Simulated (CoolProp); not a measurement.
Properties of CH2F2 (R32) along the isobar 5.39 MPa (Tc = 78.1 °C, pc = 5.783 MPa, ω = 0.277).

The numbers come from the reference Helmholtz-energy equation of state, Tillner-Roth 1997 in CoolProp.

| T (°C) | phase | cp (kJ/(kg K)) | cv (kJ/(kg K)) | expansivity (1/kK) | conductivity (mW/(m K)) | fugacity coefficient |
|---|---|---|---|---|---|---|
| 36.15 | liquid | 1.946 | 0.9643 | 4.721 | 129 | 0.3437 |
| 43.65 | liquid | 2.051 | 0.9745 | 5.463 | 122 | ? |
| 51.05 | liquid | 2.202 | 0.9881 | 6.568 | 115 | 0.4532 |
| 58.55 | liquid | 2.454 | 1.008 | 8.491 | 108 | 0.5127 |
| 65.95 | liquid | 2.976 | 1.042 | 12.71 | 100 | 0.5732 |
| 73.45 | liquid | 5.661 | 1.140 | ? | 90.8 | 0.6345 |
| 80.85 | gas | 3.715 | ? | 26.77 | 39.7 | 0.6699 |
| 88.35 | gas | 2.543 | 1.057 | 15.98 | 34.8 | 0.6956 |
| 95.75 | gas | 2.101 | 1.018 | 11.90 | 32.8 | 0.7178 |
| 103.25 | gas | 1.858 | 0.9933 | 9.627 | 31.8 | 0.7378 |
| 110.65 | gas | 1.707 | ? | 8.181 | 31.4 | 0.7556 |
| 118.15 | gas | 1.602 | 0.9683 | 7.148 | 31.4 | 0.7721 |
| 125.55 | gas | 1.528 | 0.9627 | 6.387 | 31.5 | 0.7869 |
| 133.05 | gas | 1.472 | 0.9599 | 5.786 | 31.8 | 0.8007 |

Complete the blanks.


- 43.65, fugacity coefficient: 0.3971
- 73.45, expansivity (1/kK): 36.57
- 80.85, cv (kJ/(kg K)): 1.133
- 110.65, cv (kJ/(kg K)): 0.9781

Thermal conductivity comes from a separate model (Huber 2003), an estimate that may be off by 10 % or more.
